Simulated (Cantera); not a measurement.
# c-C₄F₈ + CH₄ + H₂ (fluorocarbon and chlorocarbon gases)

Feed: 1 mol c-C₄F₈, 0.96 mol CH₄, 1.4 mol H₂, at 1.70 Pa.

These are equilibrium values from Cantera (NASA tables, ideal gas, pure condensed phases), not measurements of a reactor. Candidate condensed phases: C, C₆H₆, C₇H₈, C₈H₁₈; 95 gas species. The feed counts by its element totals alone. Gases not in the tables: C₂F₆ and larger saturated fluorocarbons. Equilibrium is a limit: real reactors are often held back by kinetics, nucleation or transport.

From 1150 K to 2050 K the condensed part is C(graphite). The main C-bearing gas is CF₄ at 1150 K and CF₂ at 2050 K.

| T (K) | x HF | x F | x CF₄ | x CF₂ | x CF | x H | x CF₃ | x C₃ | n C(graphite) |
|---|---|---|---|---|---|---|---|---|---|
| 1150 | 0.951 | 1.55e-6 | 0.0487 | 2.42e-6 | 4.06e-12 | 2.05e-10 | 1.97e-7 | <1e-12 | 4.62 |
| 1250 | 0.951 | 2.19e-5 | 0.0487 | 2.55e-5 | 2.39e-10 | 1.89e-9 | 1.32e-6 | <1e-12 | 4.62 |
| 1350 | 0.951 | 0.000209 | 0.0485 | 0.000189 | 7.63e-9 | 1.26e-8 | 6.68e-6 | <1e-12 | 4.62 |
| 1450 | 0.950 | 0.00145 | 0.0477 | 0.00105 | 1.50e-7 | 6.51e-8 | 2.66e-5 | <1e-12 | 4.62 |
| 1550 | 0.944 | 0.00774 | 0.0441 | 0.00448 | 1.97e-6 | 2.77e-7 | 8.45e-5 | <1e-12 | 4.62 |
| 1650 | 0.922 | 0.0317 | 0.0321 | 0.0142 | 1.78e-5 | 1.04e-6 | 0.000193 | 4.49e-11 | 4.63 |
| 1750 | 0.876 | 0.0886 | 0.00997 | 0.0251 | 9.93e-5 | 4.06e-6 | 0.000206 | 1.40e-9 | 4.69 |
| 1850 | 0.845 | 0.138 | 0.000531 | 0.0162 | 0.000287 | 2.22e-5 | 5.27e-5 | 2.98e-8 | 4.83 |
| 1950 | 0.835 | 0.158 | 1.32e-5 | 0.00642 | 0.000568 | 0.000137 | 7.00e-6 | 4.61e-7 | 4.90 |
| 2050 | 0.831 | 0.165 | 3.50e-7 | 0.00240 | 0.000976 | 0.000763 | 9.05e-7 | 5.42e-6 | 4.93 |
x: gas mole fraction; n: condensed amount in mol.
